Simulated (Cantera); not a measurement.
**Moist CO burnout**

An isothermal, constant-pressure homogeneous reactor starts with 0.207 % CO, 1.38 % O2, 0.0521 % H2O, 98.4 % N2, at 1100 K and 1.00 bar.

Model: GRI-Mech 3.0 (53 species, 325 reactions), integrated in Cantera.

```
t (s)         x CO    x O2     x H2O      x NO     x N2O      x OH
--------  --------  ------  --------  --------  --------  --------
5.00e-5    0.00207  0.0138  0.000521    <1e-12    <1e-12    <1e-12
0.000210   0.00207  0.0138  0.000521    <1e-12    <1e-12    <1e-12
0.000879   0.00207  0.0138  0.000521    <1e-12    <1e-12  4.75e-12
0.00368    0.00207  0.0138  0.000521    <1e-12    <1e-12  4.09e-11
0.0154     0.00207  0.0138  0.000521    <1e-12  1.40e-11  6.01e-10
0.0647     0.00196  0.0137  0.000518  1.24e-10   4.13e-8   1.98e-6
0.271     0.000572  0.0130  0.000520   1.48e-8   5.73e-7   1.64e-6
1.14       5.51e-5  0.0128  0.000521   3.51e-8   8.61e-7   6.40e-7
4.77       1.75e-6  0.0128  0.000522   4.24e-8   8.32e-7   2.13e-7
20.0       1.36e-8  0.0128  0.000522   4.73e-8   4.90e-7   8.63e-8
```
x: mole fraction; the columns are a selection and need not sum to one.

Equilibrium at this temperature and pressure: CO 2.46e-11, O2 0.0127, H2O 0.000522, NO 2.35e-5, N2O 1.98e-9, OH 2.45e-8 (gas phase only).
